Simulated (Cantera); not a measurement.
Feed: 1 mol Si, 1.2 mol CO₂, 600 mol N₂, at 1598 K and 0.110 Pa.

These are equilibrium values from Cantera (NASA tables, ideal gas, pure condensed phases), not measurements of a reactor. Candidate condensed phases: C, Si, SiC, SiO₂, Si₂N₂O, Si₃N₄; 34 gas species. The numbers say what is thermodynamically allowed, not how fast it happens.

Base state: N₂ 0.996, CO 0.00173, SiO 0.00166, CO₂ 0.000264, O 3.81e-5, NO 1.33e-5 (mole fractions); condensed: gas only.

**Question.** What changes in the equilibrium state with this change: pressure from 0.110 Pa to 0.120 bar?

**Answer.** 
```csv
species,before,after
N₂,0.996,0.998
CO,0.00173,0.00200
SiO,0.00166,0.000441
O,3.81e-5,<1e-9
NO,1.33e-5,<1e-9
"SiO₂(β-quartz), mol",0,0.378
"Si₂N₂O(s), mol",0,0.178
```
Mutual solubility and eutectic melting of coexisting phases are not modelled. The tables hold silica as quartz up to 1696 K and as liquid above; real silica turns to tridymite and cristobalite and melts near 1996 K.
